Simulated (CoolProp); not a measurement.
Vapour-liquid equilibrium of propane (1) + dimethyl ether (2) at 221.9 K; x and y are mole fractions of (1).

Computed with CoolProp (multi-fluid Helmholtz-energy mixture model, Lemmon 2009 and Wu 2011; pair parameters Bell 2016).

| x | bubble pressure (MPa) | y at the bubble point | dew pressure at overall composition x (MPa) | liquid density (mol/L) |
|---|---|---|---|---|
| 0.05 | 0.03293 | 0.210 | 0.02843 | 16.51 |
| 0.125 | 0.03979 | 0.389 | 0.03039 | 16.20 |
| 0.2 | 0.04513 | 0.496 | 0.03262 | 15.91 |
| 0.275 | 0.04933 | 0.569 | 0.03517 | 15.62 |
| 0.35 | 0.05271 | 0.623 | 0.03810 | 15.35 |
| 0.425 | 0.05548 | 0.668 | 0.04147 | 15.08 |
| 0.5 | 0.05781 | 0.706 | 0.04534 | 14.83 |
| 0.575 | 0.05980 | 0.741 | 0.04970 | 14.59 |
| 0.65 | 0.06155 | 0.776 | 0.05438 | 14.35 |
| 0.725 | 0.06308 | 0.813 | 0.05891 | 14.13 |
| 0.8 | 0.06440 | 0.853 | 0.06257 | 13.92 |
| 0.875 | 0.06548 | 0.900 | 0.06496 | 13.72 |
| 0.95 | 0.06622 | 0.955 | 0.06617 | 13.53 |

No azeotrope shows between x = 0.05 and 0.95.

Pair parameters are fitted to limited data, so mixtures are less certain than the pure fluids.
